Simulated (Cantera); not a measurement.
A perfectly stirred reactor is fed with 0.736 % CH4, 98.2 % H2, 1.08 % O2, at 20.0 Torr; it is held at 2673 K, and followed from long to short residence time.

Detailed kinetics in Cantera: GRI-Mech 3.0 (53 species, 325 reactions). Radical loss at walls, strong at low pressure, is not modelled.

One state of this run: x CH4 = 0.00215; x H2 = 0.938; x O2 = 0.000330; x C2H4 = 7.29e-6; x CH3 = 0.00145; x CO2 = 5.10e-6. x: mole fraction; the columns are a selection and need not sum to one.

Question: Which value of τ (s) does it belong to?
A. 0.0028
B. 0.42
C. 0.0013
D. 0.099

Answer: C, 0.0013
